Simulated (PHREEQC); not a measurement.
A solution holds 0.013 mol/kgw KOH, 0.00041 mol/kgw H4SiO4 and 0.0079 mol/kgw CuSO4, at 25 °C. Closed to the air; pH follows from the charge balance.

All values are PHREEQC results (ion-association model, wateq4f.dat), not measurements.

Precipitation was switched off in this run.

Question: What pH does the model give?

Answer: pH 7.81.

Question: In which forms is Si present?

Answer: H4SiO4 99 %, H3SiO4- 1.1 % of the Si.

Examples of supersaturated solids here: Brochantite, Cu(OH)2. Others may be too. The database's constant for dissolved Cu(OH)2 is higher than later reviews accept.
